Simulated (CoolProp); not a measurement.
Properties of carbon dioxide along the isobar 6.56 MPa (Tc = 31.0 °C, pc = 7.377 MPa, ω = 0.224).

Values from CoolProp's reference Helmholtz-energy equation of state, Span 1996.

| T (°C) | phase | density (kg/m³) | cv (kJ/(kg K)) | isothermal compressibility (1/MPa) | viscosity (µPa s) | Prandtl number |
|---|---|---|---|---|---|---|
| 4.65 | liquid | 924.4 | 0.9334 | 0.009272 | 99.4 | 2.23 |
| 9.75 | liquid | 890.1 | 0.9396 | 0.01242 | (withheld) | 2.31 |
| 14.95 | liquid | 849.0 | 0.9523 | 0.01825 | 80.9 | (withheld) |
| 20.15 | liquid | 796.6 | 0.9787 | 0.03200 | 70.8 | 2.86 |
| 30.55 | gas | 208.5 | 0.9953 | 0.4076 | 18.9 | 1.95 |
| 35.75 | gas | 186.5 | (withheld) | 0.3172 | 18.5 | 1.55 |
| 40.95 | gas | 172.1 | 0.8832 | 0.2765 | 18.4 | 1.36 |
| 46.15 | gas | 161.3 | 0.8583 | (withheld) | 18.4 | 1.25 |
| 51.35 | gas | 152.8 | 0.8410 | (withheld) | 18.5 | 1.17 |
| 56.55 | gas | 145.6 | 0.8286 | 0.2243 | 18.6 | 1.11 |
| 61.75 | gas | 139.5 | 0.8194 | 0.2152 | 18.7 | 1.07 |
| 66.95 | gas | 134.2 | 0.8126 | 0.2080 | 18.9 | 1.03 |

Task: What belongs in the gaps?

Result: 
- 9.75, viscosity (µPa s): 90.3
- 14.95, Prandtl number: 2.48
- 35.75, cv (kJ/(kg K)): 0.9223
- 46.15, isothermal compressibility (1/MPa): 0.2524
- 51.35, isothermal compressibility (1/MPa): 0.2361

Viscosity comes from a separate model (Laesecke 2017). Thermal conductivity comes from a separate model (Huber 2016).
